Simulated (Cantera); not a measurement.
Charge: 1 mol C₂H₅OH, 0.11 mol CO₂, at 1650 K.

Method: chemical equilibrium by Gibbs-energy minimisation in Cantera with the NASA 1993 tables (ideal gas, pure condensed phases). Candidate condensed phases: C, C₆H₆, C₇H₈, C₈H₁₈, H₂O; 110 gas species. The ideal-gas law is rough above about 30 bar. Kinetics and transport are ignored.

x: gas mole fraction; n: condensed amount in mol.

```json
[
 {"P (Pa)": "10", "x H₂": "0.704", "x CO": "0.288", "x CH₄": "6.59e-8", "x H₂O": "1.31e-8", "x H": "0.00762", "x CO₂": "1.66e-9", "x C₂H₄": "1.65e-10", "n C(graphite)": "0.890"},
 {"P (Pa)": "56", "x H₂": "0.708", "x CO": "0.289", "x CH₄": "3.73e-7", "x H₂O": "7.36e-8", "x H": "0.00323", "x CO₂": "9.34e-9", "x C₂H₄": "9.32e-10", "n C(graphite)": "0.890"},
 {"P (Pa)": "320", "x H₂": "0.710", "x CO": "0.289", "x CH₄": "2.14e-6", "x H₂O": "4.22e-7", "x H": "0.00135", "x CO₂": "5.35e-8", "x C₂H₄": "5.35e-9", "n C(graphite)": "0.890"},
 {"P (Pa)": "1800", "x H₂": "0.710", "x CO": "0.289", "x CH₄": "1.21e-5", "x H₂O": "2.38e-6", "x H": "0.000571", "x CO₂": "3.01e-7", "x C₂H₄": "3.02e-8", "n C(graphite)": "0.890"},
 {"P (Pa)": "10000", "x H₂": "0.711", "x CO": "0.289", "x CH₄": "…", "x H₂O": "…", "x H": "…", "x CO₂": "…", "x C₂H₄": "…", "n C(graphite)": "0.890"},
 {"P (Pa)": "56000", "x H₂": "0.710", "x CO": "0.289", "x CH₄": "…", "x H₂O": "…", "x H": "…", "x CO₂": "…", "x C₂H₄": "…", "n C(graphite)": "0.888"},
 {"P (Pa)": "320000", "x H₂": "0.708", "x CO": "0.289", "x CH₄": "0.00213", "x H₂O": "0.000422", "x H": "4.27e-5", "x CO₂": "5.37e-5", "x C₂H₄": "5.33e-6", "n C(graphite)": "0.883"},
 {"P (Pa)": "1800000", "x H₂": "0.695", "x CO": "0.290", "x CH₄": "0.0116", "x H₂O": "0.00234", "x H": "1.79e-5", "x CO₂": "0.000304", "x C₂H₄": "2.89e-5", "n C(graphite)": "0.852"},
 {"P (Pa)": "10000000", "x H₂": "0.639", "x CO": "0.293", "x CH₄": "0.0542", "x H₂O": "0.0120", "x H": "7.26e-6", "x CO₂": "0.00172", "x C₂H₄": "0.000135", "n C(graphite)": "0.729"}
]
```

Task: What belongs in the gaps?

Result: 
- 56000, x CH₄: 0.000375
- 56000, x H₂O: 7.40e-5
- 56000, x H: 0.000102
- 56000, x CO₂: 9.38e-6
- 56000, x C₂H₄: 9.38e-7
- 10000, x CH₄: 6.71e-5
- 10000, x H₂O: 1.32e-5
- 10000, x H: 0.000242
- 10000, x CO₂: 1.67e-6
- 10000, x C₂H₄: 1.68e-7
